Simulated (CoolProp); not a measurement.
Values from CoolProp's reference Helmholtz-energy equation of state, Span 2003. It is a short technical equation, of lower accuracy than the large ones.

Question: Give the vapour pressure (bar), enthalpy of vaporisation (kJ/kg), liquid cp (kJ/(kg K)), vapour viscosity (µPa s) of saturated n-heptane at 324.7 K.

Answer: 
| T (K) | p (bar) | enthalpy of vaporisation (kJ/kg) | liquid cp (kJ/(kg K)) | vapour viscosity (µPa s) |
|---|---|---|---|---|
| 324.7 | 0.201 | 348 | 2.35 | 6.35 |

Viscosity comes from a separate model (Michailidou 2014).
